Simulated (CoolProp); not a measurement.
Vinyl chloride at 293.15 K and 0.0827 MPa is throttled through a valve to 0.028 MPa with no heat exchange. Each further row changes one setting.

The numbers come from the reference Helmholtz-energy equation of state, Thol 2022 in CoolProp.

| case | temperature change (K) | final density (kg/m³) |
|---|---|---|
| as stated | -1.5 | 0.726 |
| outlet pressure 0.0084 MPa | -2.1 | 0.217 |
| outlet pressure 0.0364 MPa | -1.3 | 0.944 |
